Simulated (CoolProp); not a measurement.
CF4 (R14) at 298.15 K and 0.722 MPa flows at 4.1 m/s in a round tube of 100 mm bore and 15 µm roughness, fully developed (64/Re and Nu = 3.66 if laminar; Colebrook and Gnielinski if turbulent). Each further row changes one setting.

Computed with CoolProp (reference Helmholtz-energy equation of state, Platzer 1990). This equation is an older, rougher fit.

```
case              Reynolds number  Darcy friction factor  pressure drop (Pa/m)  heat-transfer coefficient (W/(m² K))  mass flow (kg/h)
----------------  ---------------  ---------------------  --------------------  ------------------------------------  ----------------
as stated                       …                 0.0147                  32.5                                   154                 …
velocity 8.2 m/s          1230000                 0.0139                     …                                   292              6110
diameter 200 mm           1230000                      …                     …                                     …             12200
```

### Question
Fill in the missing entries.

### Answer

- as stated, Reynolds number: 614000
- as stated, mass flow (kg/h): 3050
- velocity 8.2 m/s, pressure drop (Pa/m): 123
- diameter 200 mm, Darcy friction factor: 0.0128
- diameter 200 mm, pressure drop (Pa/m): 14.2
- diameter 200 mm, heat-transfer coefficient (W/(m² K)): 134

Viscosity comes from a separate model (Huber 2003), an estimate that may be off by 10 % or more. Thermal conductivity comes from a separate model (Huber 2003), an estimate that may be off by 10 % or more.
